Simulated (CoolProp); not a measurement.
A Linde-Hampson liquefier for carbon monoxide: isothermal reversible compression at 280 K from 1 atm to 15 MPa, throttling to 1 atm, return gas leaving the recuperator 5 K below the feed. Each further row changes one setting.

Computed with CoolProp (reference Helmholtz-energy equation of state, Lemmon 2006). It is a short technical equation, of lower accuracy than the large ones.

| case | liquid yield per pass | compression work (kJ/kg of gas) |
|---|---|---|
| as stated | 0.075 | 412 |
| high pressure 30 MPa | [?] | [?] |
| warm-end temperature 310 K | [?] | [?] |
| warm-end gap 10 K | [?] | 412 |

Fill in the missing entries.


- high pressure 30 MPa, liquid yield per pass: 0.113
- high pressure 30 MPa, compression work (kJ/kg of gas): 472
- warm-end temperature 310 K, liquid yield per pass: 0.053
- warm-end temperature 310 K, compression work (kJ/kg of gas): 459
- warm-end gap 10 K, liquid yield per pass: 0.063
